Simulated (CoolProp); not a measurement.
A simple Rankine cycle with water: condensing at 326.15 K, boiler at 0.178 MPa, turbine inlet 404.8 K, turbine efficiency 0.65, pump efficiency 0.6, no recuperator. Each further row changes one setting.

The numbers come from the reference Helmholtz-energy equation of state, Wagner 2002 in CoolProp.

```json
[
 {"case": "as stated", "thermal efficiency (%)": "10.1", "net work (kJ/kg)": "253", "heat in (kJ/kg)": "2510", "turbine exit temperature (K)": "326.1", "volume ratio over the turbine": "9.67"},
 {"case": "turbine inlet 424.8 K", "thermal efficiency (%)": "10.1", "net work (kJ/kg)": "259", "heat in (kJ/kg)": "2550", "turbine exit temperature (K)": "326.1", "volume ratio over the turbine": "9.32"},
 {"case": "condensing temperature 318.15 K", "thermal efficiency (%)": "?", "net work (kJ/kg)": "287", "heat in (kJ/kg)": "2540", "turbine exit temperature (K)": "318.1", "volume ratio over the turbine": "14.0"},
 {"case": "boiler pressure 0.125 MPa", "thermal efficiency (%)": "?", "net work (kJ/kg)": "220", "heat in (kJ/kg)": "2520", "turbine exit temperature (K)": "326.1", "volume ratio over the turbine": "?"},
 {"case": "turbine efficiency 0.55", "thermal efficiency (%)": "8.5", "net work (kJ/kg)": "214", "heat in (kJ/kg)": "2510", "turbine exit temperature (K)": "326.1", "volume ratio over the turbine": "9.83"}
]
```

**Question.** Some entries are withheld; supply them.

**Answer.** 
- condensing temperature 318.15 K, thermal efficiency (%): 11.3
- boiler pressure 0.125 MPa, thermal efficiency (%): 8.7
- boiler pressure 0.125 MPa, volume ratio over the turbine: 6.86

The expansion ends wet for: as stated; turbine inlet 424.8 K; condensing temperature 318.15 K; boiler pressure 0.125 MPa; turbine efficiency 0.55.
